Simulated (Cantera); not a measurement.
# Premixed flame

A freely propagating, adiabatic, planar premixed flame of 7.05 % C₂H₆, 19.0 % O₂, 71.2 % N₂, 2.82 % H₂O, equivalence ratio 1.3, unburnt at 398 K and 1.01 bar; mixture-averaged transport, grid criteria slope 0.08 and curve 0.16, no radiation.

Cantera simulation using GRI-Mech 3.0 (53 species, 325 reactions); the numbers are that mechanism's predictions, not measurements. Burning velocities carry a grid error of a few per cent, more on coarse grids.

```json
[
 {"z (mm)": "-1.19", "T (K)": "398", "u (m/s)": "0.520", "x C₂H₆": "0.0703", "x O₂": "0.189", "x H₂O": "0.0282", "x CO": "6.24e-6", "x HCO": "<1e-8", "x NO": "<1e-8"},
 {"z (mm)": "-0.795", "T (K)": "401", "u (m/s)": "0.525", "x C₂H₆": "0.0701", "x O₂": "0.188", "x H₂O": "0.0284", "x CO": "7.83e-5", "x HCO": "<1e-8", "x NO": "<1e-8"},
 {"z (mm)": "-0.596", "T (K)": "413", "u (m/s)": "0.544", "x C₂H₆": "0.0696", "x O₂": "0.186", "x H₂O": "0.0298", "x CO": "0.000460", "x HCO": "<1e-8", "x NO": "1.61e-8"},
 {"z (mm)": "-0.398", "T (K)": "507", "u (m/s)": "0.677", "x C₂H₆": "0.0668", "x O₂": "0.177", "x H₂O": "0.0398", "x CO": "0.00377", "x HCO": "<1e-8", "x NO": "2.05e-7"},
 {"z (mm)": "-0.199", "T (K)": "984", "u (m/s)": "1.36", "x C₂H₆": "0.0447", "x O₂": "0.131", "x H₂O": "0.0843", "x CO": "0.0255", "x HCO": "5.06e-7", "x NO": "4.24e-6"},
 {"z (mm)": "-0.0994", "T (K)": "1400", "u (m/s)": "1.99", "x C₂H₆": "0.0182", "x O₂": "0.0866", "x H₂O": "0.121", "x CO": "0.0502", "x HCO": "1.54e-5", "x NO": "1.07e-5"},
 {"z (mm)": "0", "T (K)": "1764", "u (m/s)": "2.56", "x C₂H₆": "0.00116", "x O₂": "0.0406", "x H₂O": "0.155", "x CO": "0.0755", "x HCO": "4.69e-5", "x NO": "2.02e-5"},
 {"z (mm)": "0.0994", "T (K)": "1934", "u (m/s)": "2.81", "x C₂H₆": "5.59e-6", "x O₂": "0.0148", "x H₂O": "0.171", "x CO": "0.0817", "x HCO": "1.90e-5", "x NO": "3.49e-5"},
 {"z (mm)": "0.199", "T (K)": "1984", "u (m/s)": "2.87", "x C₂H₆": "1.86e-8", "x O₂": "0.00554", "x H₂O": "0.175", "x CO": "0.0770", "x HCO": "3.31e-6", "x NO": "4.84e-5"},
 {"z (mm)": "0.398", "T (K)": "2013", "u (m/s)": "2.90", "x C₂H₆": "<1e-8", "x O₂": "0.00173", "x H₂O": "0.175", "x CO": "0.0697", "x HCO": "2.22e-7", "x NO": "6.16e-5"},
 {"z (mm)": "0.795", "T (K)": "2038", "u (m/s)": "2.93", "x C₂H₆": "<1e-8", "x O₂": "0.000977", "x H₂O": "0.174", "x CO": "0.0668", "x HCO": "1.36e-7", "x NO": "6.87e-5"},
 {"z (mm)": "1.59", "T (K)": "2067", "u (m/s)": "2.96", "x C₂H₆": "<1e-8", "x O₂": "0.000582", "x H₂O": "0.176", "x CO": "0.0667", "x HCO": "1.02e-7", "x NO": "7.19e-5"},
 {"z (mm)": "3.18", "T (K)": "2093", "u (m/s)": "3.00", "x C₂H₆": "<1e-8", "x O₂": "0.000276", "x H₂O": "0.178", "x CO": "0.0670", "x HCO": "6.83e-8", "x NO": "7.38e-5"}
]
```
x: mole fraction of selected species; z is measured from the peak of heat release.

```json
{
  "laminar_burning_velocity": "51.8 cm/s",
  "thermal_thickness": "0.398 mm",
  "peak x(CO)": "0.0819",
  "peak x(HCO)": "4.71e-5",
  "grid_points": "151"
}
```
